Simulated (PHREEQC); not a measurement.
0.024 g of hydrous ferric oxide (600 m²/g; 0.2 weak and 0.005 strong sites per Fe, Dzombak-Morel constants, diffuse double layer) in 1 kg of water with 0.05 mol/kgw of an inert sodium salt and 9.7e-08 mol/kgw MgCl2, at 25 °C; the pH is set by adding NaOH or the inert anion's acid. Oxygen is held at 0.21 atm. No CO2 enters from the air. Nothing may precipitate in this run.

The series has 17 steps of pH, from 4 to 12.

The numbers come from PHREEQC with the ion-association model, wateq4f.dat.

Question: Near which pH is half of the Mg sorbed, and on which side is more sorbed?

Answer: Near pH 8.8, with more sorbed at higher pH.
